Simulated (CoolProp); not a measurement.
Nitrogen at 293.15 K and 0.176 MPa is throttled through a valve to 0.0494 MPa with no heat exchange. Each further row changes one setting.

Values from CoolProp's reference Helmholtz-energy equation of state, Span 2000.

```tsv
case	temperature change (K)	final density (kg/m³)
as stated	(withheld)	(withheld)
outlet pressure 0.0148 MPa	(withheld)	(withheld)
outlet pressure 0.0642 MPa	-0.2	(withheld)
```

Problem. What belongs in the gaps?

Solution. 
- as stated, temperature change (K): -0.3
- as stated, final density (kg/m³): 0.568
- outlet pressure 0.0148 MPa, temperature change (K): -0.4
- outlet pressure 0.0148 MPa, final density (kg/m³): 0.170
- outlet pressure 0.0642 MPa, final density (kg/m³): 0.739
